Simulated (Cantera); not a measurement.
Cantera run:

```python
import numpy as np
import cantera as ct

gas_names = """
    Br Br2 H HBr H2 Pb PbBr PbBr2 PbBr4 Pb2
""".split()
cond_names = """
    Br2(cr) Br2(L) Pb(cr) Pb(L) PbBr2(s) PbBr2(L)
""".split()


# ... load() reads the species with a 1 bar reference pressure and builds the phases ...
atoms = {
    'PbBr2': {'Pb': 1, 'Br': 2},
    'H2': {'H': 2},
}
top_T = {}  # K; cautious upper limits of use, not melting points


# ... equilibrate(T, P, feed) seeds the gas with the atoms and calls Mixture.equilibrate('TP', solver="vcs", rtol=1e-11, max_steps=5000) ...
results = []
feed = {'PbBr2': 1, 'H2': 20}  # mol
P = 1333.22  # Pa
for T in [898, 998, 1098, 1198, 1298, 1398, 1498, 1598, 1698, 1798, 1898, 1998]:
    mix = equilibrate(T, P, feed)
    results.append((T, P, feed, dict(zip(mix.species_names, mix.species_moles))))
    x = sorted(zip(gas.X, gas.species_names), reverse=True)
    print(f"T = {T:g} K  P = {P:g} Pa  gas = {mix.phase_moles(0):.4g} mol")
    print("   x: " + "  ".join(f"{s} {v:.3e}" for v, s in x if v > 1e-05))
    print("   condensed (mol): " + ("  ".join(f"{mix.phase(i).name} {mix.phase_moles(i):.4g}"
          for i in range(1, mix.n_phases) if mix.phase_moles(i) > 1e-12) or "none"))
```

Output:

```
T = 898 K  P = 1333.22 Pa  gas = 20.56 mol
   x: H2 9.701e-01  PbBr4 2.139e-02  HBr 5.063e-03  PbBr2 3.276e-03  PbBr 1.031e-04  Pb 9.715e-05
   condensed (mol): Pb(L) 0.4888
T = 998 K  P = 1333.22 Pa  gas = 20.73 mol
   x: H2 9.582e-01  PbBr4 1.443e-02  HBr 1.269e-02  PbBr2 1.254e-02  Pb 1.162e-03  PbBr 9.679e-04
   condensed (mol): Pb(L) 0.3966
T = 1098 K  P = 1333.22 Pa  gas = 21.14 mol
   x: H2 9.353e-01  PbBr2 2.474e-02  HBr 2.175e-02  Pb 8.761e-03  PbBr 4.870e-03  PbBr4 4.630e-03
   condensed (mol): Pb(L) 0.0911
T = 1198 K  P = 1333.22 Pa  gas = 21.42 mol
   x: H2 9.140e-01  HBr 3.924e-02  PbBr2 2.085e-02  Pb 1.692e-02  PbBr 7.746e-03  PbBr4 1.160e-03  Br 2.832e-05
   condensed (mol): none
T = 1298 K  P = 1333.22 Pa  gas = 21.63 mol
   x: H2 8.955e-01  HBr 5.810e-02  Pb 2.496e-02  PbBr2 1.235e-02  PbBr 8.713e-03  PbBr4 2.013e-04  Br 1.383e-04
   condensed (mol): none
T = 1398 K  P = 1333.22 Pa  gas = 21.79 mol
   x: H2 8.817e-01  HBr 7.190e-02  Pb 3.227e-02  PbBr 7.882e-03  PbBr2 5.702e-03  Br 4.770e-04  H 3.848e-05  PbBr4 2.554e-05
   condensed (mol): none
T = 1498 K  P = 1333.22 Pa  gas = 21.9 mol
   x: H2 8.735e-01  HBr 7.939e-02  Pb 3.728e-02  PbBr 6.116e-03  PbBr2 2.265e-03  Br 1.280e-03  H 1.391e-04
   condensed (mol): none
T = 1598 K  P = 1333.22 Pa  gas = 21.97 mol
   x: H2 8.691e-01  HBr 8.203e-02  Pb 4.025e-02  PbBr 4.407e-03  Br 2.877e-03  PbBr2 8.600e-04  H 4.298e-04
   condensed (mol): none
T = 1698 K  P = 1333.22 Pa  gas = 22.03 mol
   x: H2 8.664e-01  HBr 8.134e-02  Pb 4.196e-02  Br 5.669e-03  PbBr 3.093e-03  H 1.166e-03  PbBr2 3.303e-04
   condensed (mol): none
T = 1798 K  P = 1333.22 Pa  gas = 22.12 mol
   x: H2 8.639e-01  HBr 7.800e-02  Pb 4.294e-02  Br 1.002e-02  H 2.834e-03  PbBr 2.148e-03  PbBr2 1.298e-04
   condensed (mol): none
T = 1898 K  P = 1333.22 Pa  gas = 22.23 mol
   x: H2 8.604e-01  HBr 7.229e-02  Pb 4.345e-02  Br 1.609e-02  H 6.279e-03  PbBr 1.479e-03  PbBr2 5.168e-05
   condensed (mol): none
T = 1998 K  P = 1333.22 Pa  gas = 22.4 mol
   x: H2 8.543e-01  HBr 6.460e-02  Pb 4.362e-02  Br 2.364e-02  H 1.284e-02  PbBr 1.005e-03  PbBr2 2.057e-05
   condensed (mol): none
```

Cantera equilibrium calculation (NASA polynomials, part measured and part estimated; ideal gas, pure solids and liquids).
